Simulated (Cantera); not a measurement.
## Silicon oxide and oxynitride deposition: HMDSO + H2O + H2 + O3

A closed system holds: 1 mol HMDSO, 4.1 mol H2O, 18 mol H2, 0.36 mol O3, equilibrated at 525 K and 14.0 Pa.

These are equilibrium values from Cantera (NASA tables, ideal gas, pure condensed phases), not measurements of a reactor. Candidate condensed phases: C, C6H6, C7H8, C8H18, H2O, Si, SiC, SiO2; 123 gas species. The feed counts by its element totals alone. Rates play no part.

| Item | Result |
|---|---|
| x(H2) | 0.832 |
| x(CH4) | 0.0959 |
| x(H2O) | 0.0673 |
| x(CO2) | 0.00426 |
| x(CO) | 0.000605 |
| n(C(graphite)) | 3.13 mol |
| n(SiO2(α-quartz)) | 2.00 mol |
| gas amount | 28.51 mol |
| log10 activity of Si(s) (absent) | -35.56 |
